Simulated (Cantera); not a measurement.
An adiabatic, constant-volume homogeneous reactor starts with 22.9 % H₂, 16.1 % O₂, 60.7 % N₂, 0.275 % NO, at 1600 K and 0.730 bar.

Computed with Cantera and GRI-Mech 3.0 (53 species, 325 reactions).

x: mole fraction; the columns are a selection and need not sum to one.

```tsv
t (s)	T (K)	P (bar)	x H₂	x O₂	x NO	x NO₂	x O	x HO₂
3.00e-6	1600	0.730	0.229	0.161	0.00275	9.01e-8	1.39e-6	1.55e-6
9.72e-6	1605	0.732	0.219	0.157	0.00275	4.40e-7	0.00108	2.44e-5
3.15e-5	2177	0.961	0.0377	0.0570	0.00288	3.15e-7	0.0326	1.36e-5
0.000102	2783	1.18	?	0.0500	?	?	?	1.31e-5
0.000330	2878	1.21	0.0243	0.0475	0.00777	2.57e-6	0.0146	1.62e-5
0.00107	2871	1.21	0.0245	0.0448	0.0146	4.72e-6	0.0138	1.54e-5
0.00346	2869	1.21	0.0245	0.0439	0.0169	5.39e-6	0.0136	1.51e-5
0.0112	2869	1.21	0.0245	0.0439	0.0169	5.39e-6	0.0136	1.51e-5
0.0363	2869	1.21	0.0245	0.0439	0.0169	5.39e-6	0.0136	1.51e-5
0.118	2869	1.21	0.0245	0.0439	0.0169	5.39e-6	0.0136	1.51e-5
0.381	2869	1.21	0.0245	0.0439	0.0169	5.39e-6	0.0136	1.51e-5
1.23	2869	1.21	0.0245	0.0439	0.0169	5.39e-6	0.0136	1.51e-5
4.00	2869	1.21	0.0245	0.0439	0.0169	5.39e-6	0.0136	1.51e-5
```

Task: Fill in the missing entries.

Result: 
- 0.000102, x H₂: 0.0272
- 0.000102, x NO: 0.00360
- 0.000102, x NO₂: 9.73e-7
- 0.000102, x O: 0.0178
